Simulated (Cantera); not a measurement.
## CS2 + H2 + O2 (abatement and gas-phase synthesis)

A closed system holds: 1 mol CS2, 0.061 mol H2, 0.06 mol O2, held at 0.0133 bar.

These are equilibrium values from Cantera (NASA tables, ideal gas, pure condensed phases), not measurements of a reactor. Candidate condensed phases: C, C6H6, C7H8, C8H18, H2O, H2SO4, S; 146 gas species. Ions and electrons are included (thermal ionisation). Kinetics and transport are ignored.

| T (K) | x S | x CS | x CS2 | x C | x S2 | x CO | x H | x H2 |
|---|---|---|---|---|---|---|---|---|
| 2000 | 0.0120 | 0.222 | 0.436 | 1.24e-9 | 0.191 | 0.0896 | 0.00281 | 0.0399 |
| 2250 | 0.0575 | 0.383 | 0.194 | 5.74e-8 | 0.236 | 0.0786 | 0.0110 | 0.0291 |
| 2500 | 0.170 | 0.442 | 0.0643 | 1.09e-6 | 0.200 | 0.0691 | 0.0277 | 0.0162 |
| 2750 | 0.326 | 0.429 | 0.0179 | 1.34e-5 | 0.109 | 0.0609 | 0.0446 | 0.00567 |
| 3000 | 0.437 | 0.407 | 0.00466 | 0.000136 | 0.0398 | 0.0561 | 0.0518 | 0.00144 |
| 3250 | 0.481 | 0.395 | 0.00131 | 0.00115 | 0.0125 | 0.0543 | 0.0536 | 0.000371 |
| 3500 | 0.497 | 0.383 | 0.000420 | 0.00744 | 0.00418 | 0.0534 | 0.0537 | 0.000110 |
| 3750 | 0.517 | 0.341 | 0.000145 | 0.0343 | 0.00165 | 0.0517 | 0.0523 | 3.63e-5 |
| 4000 | 0.555 | 0.243 | 4.69e-5 | 0.0998 | 0.000788 | 0.0480 | 0.0487 | 1.24e-5 |
| 4250 | 0.597 | 0.129 | 1.25e-5 | 0.182 | 0.000417 | 0.0436 | 0.0443 | 4.53e-6 |
| 4500 | 0.622 | 0.0550 | 2.84e-6 | 0.238 | 0.000227 | 0.0406 | 0.0413 | 1.90e-6 |
| 4750 | 0.633 | 0.0219 | 6.30e-7 | 0.264 | 0.000126 | 0.0390 | 0.0399 | 9.26e-7 |
| 5000 | 0.635 | 0.00893 | 1.51e-7 | 0.275 | 7.25e-5 | 0.0376 | 0.0394 | 4.99e-7 |
x: gas mole fraction; nothing condenses.

From 2000 K to 5000 K nothing is condensed. The main C-bearing gas is CS2 at 2000 K and C at 5000 K.
